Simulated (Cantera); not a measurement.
# Premixed flame

A freely propagating, adiabatic, planar premixed flame of 14.1 % CO, 5.92 % H2, 4.51 % CH4, 15.9 % O2, 59.6 % N2, equivalence ratio 1.2, unburnt at 698 K and 70000 Pa; mixture-averaged transport, grid criteria slope 0.08 and curve 0.16, no radiation.

Detailed kinetics in Cantera: GRI-Mech 3.0 (53 species, 325 reactions). Burning velocities carry a grid error of a few per cent, more on coarse grids.

```tsv
z (mm)	T (K)	u (m/s)	x CO	x H2	x CH4	x CH2CO	x H2O	x NO
-1.20	698	3.78	0.141	0.0591	0.0451	<1e-8	2.23e-8	<1e-8
-0.801	698	3.78	0.141	0.0590	0.0451	<1e-8	1.11e-6	<1e-8
-0.600	698	3.78	0.141	0.0588	0.0451	<1e-8	1.41e-5	<1e-8
-0.400	703	3.81	0.141	0.0577	0.0451	1.97e-8	0.000335	<1e-8
-0.200	820	4.43	0.141	0.0532	0.0427	7.55e-7	0.00907	2.50e-8
-0.100	1101	5.97	0.143	0.0484	0.0320	4.39e-6	0.0339	2.02e-7
0	1524	8.32	0.150	0.0393	0.00987	1.45e-5	0.0784	1.04e-6
0.100	1734	9.46	0.141	0.0266	0.000795	2.99e-6	0.107	2.88e-6
0.200	1799	9.77	0.125	0.0209	3.03e-5	1.03e-7	0.113	5.04e-6
0.400	1873	10.1	0.104	0.0207	4.24e-8	<1e-8	0.111	9.29e-6
0.801	1960	10.4	0.0920	0.0217	<1e-8	<1e-8	0.110	1.70e-5
1.60	2062	10.9	0.0889	0.0208	<1e-8	<1e-8	0.115	2.99e-5
3.20	2179	11.4	0.0861	0.0189	<1e-8	<1e-8	0.122	5.28e-5
```
x: mole fraction of selected species; z is measured from the peak of heat release.

| Quantity | Result |
|---|---|
| laminar burning velocity | 378 cm/s |
| thermal thickness | 0.400 mm |
| peak x(CH2CO) | 1.45e-5 |
| grid points | 166 |
